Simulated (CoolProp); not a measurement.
Propylene at 333.74 K and 5.7 MPa is throttled through a valve to 0.479 MPa with no heat exchange. Each further row changes one setting.

The numbers come from the reference Helmholtz-energy equation of state, Lemmon 2013 in CoolProp.

```csv
case,temperature change (K),final phase,final density (kg/m³)
as stated,-67.1,"two-phase, vapour fraction 0.456",21.8
outlet pressure 0.144 MPa,-100.2,"two-phase, vapour fraction 0.589",5.54
outlet pressure 0.623 MPa,-58.4,"two-phase, vapour fraction 0.416",30.6
```
